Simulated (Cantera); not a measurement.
A Cantera script and its output.

```python
import numpy as np
import cantera as ct

gas = ct.Solution("gri30.yaml")
gas.TPX = 1375, 1333, {'C2H6': 1, 'N2': 5.1}
reactor = ct.IdealGasConstPressureReactor(gas, energy="off", clone=False)
net = ct.ReactorNet([reactor])
net.rtol, net.atol = 1e-08, 1e-18
show = ['C2H6', 'C2H2', 'CH4', 'C2H', 'CH3', 'HCN', 'C2H4']
times = np.geomspace(2e-05, 9, 12)

steps = ct.SolutionArray(gas, extra=["t"])
rows = []
print(f"{'t/s':>10s}{'T/K':>9s}{'P/Pa':>11s}" + "".join(f"{s:>11s}" for s in show))
for t in times:
    while net.time < t:
        t_next = net.step()
        steps.append(gas.state, t=t_next)
    rows.append([np.interp(t, steps.t, y) for y in (steps.T, steps.P, *steps(*show).X.T)])
    print(f"{t:10.3e}{rows[-1][0]:9.1f}{rows[-1][1]:11.4g}" + "".join(f"{x:11.3e}" for x in rows[-1][2:]))
rate = np.gradient(steps.T, steps.t)
print("integrator steps:", len(steps.t))
if steps.T.max() > steps.T[0] + 200:
    print(f"time of steepest temperature rise: {steps.t[rate.argmax()]:.4e} s")
gas.TPX = 1375, 1333, {'C2H6': 1, 'N2': 5.1}
gas.equilibrate("TP")
print(f"equilibrium (TP): T = {gas.T:.1f} K  " + "  ".join(f"{s} {gas[s].X[0]:.3e}" for s in show))
```

Output:

```
       t/s      T/K       P/Pa       C2H6       C2H2        CH4        C2H        CH3        HCN       C2H4
 2.000e-05   1375.0       1333  1.639e-01  1.243e-14  3.558e-07  1.092e-24  4.795e-05  1.090e-18  2.146e-08
 6.531e-05   1375.0       1333  1.638e-01  1.532e-12  3.751e-06  4.841e-21  1.539e-04  7.616e-17  6.978e-07
 2.132e-04   1375.0       1333  1.636e-01  4.170e-10  3.845e-05  4.459e-17  4.736e-04  1.368e-13  2.314e-05
 6.963e-04   1375.0       1333  1.618e-01  2.896e-07  3.620e-04  8.161e-13  1.295e-03  1.919e-10  6.944e-04
 2.274e-03   1375.0       1333  1.481e-01  7.313e-05  3.117e-03  3.691e-10  3.208e-03  6.523e-09  9.642e-03
 7.425e-03   1375.0       1333  9.446e-02  2.413e-03  1.831e-02  4.048e-09  3.758e-03  2.187e-08  4.561e-02
 2.424e-02   1375.0       1333  1.911e-02  1.913e-02  4.799e-02  1.737e-08  1.731e-03  3.624e-08  8.057e-02
 7.916e-02   1375.0       1333  8.121e-04  4.793e-02  5.442e-02  1.216e-08  3.292e-04  4.031e-08  6.188e-02
 2.585e-01   1375.0       1333  4.142e-05  6.595e-02  5.354e-02  4.221e-09  8.200e-05  3.983e-08  4.253e-02
 8.441e-01   1375.0       1333  4.710e-06  7.937e-02  5.274e-02  1.909e-09  3.073e-05  3.928e-08  2.762e-02
 2.756e+00   1375.0       1333  3.209e-06  9.464e-02  5.175e-02  2.082e-09  2.789e-05  3.864e-08  1.063e-02
 9.000e+00   1375.0       1333  3.937e-06  1.038e-01  5.063e-02  2.753e-09  3.306e-05  3.829e-08  6.211e-04
integrator steps: 1357
equilibrium (TP): T = 1375.0 K  C2H6 2.187e-08  C2H2 7.628e-02  CH4 1.644e-03  C2H 3.721e-09  CH3 1.978e-06  HCN 9.263e-02  C2H4 2.744e-04
```

Cantera simulation using GRI-Mech 3.0 (53 species, 325 reactions); the numbers are that mechanism's predictions, not measurements. GRI-Mech 3.0 stops at C3 and has no aromatics, soot or wall deposition, so with more carbon than oxygen in the feed, carbon stays in small species such as C2H2 where larger ones or solid carbon would form. Radical loss at walls, strong at low pressure, is not modelled.
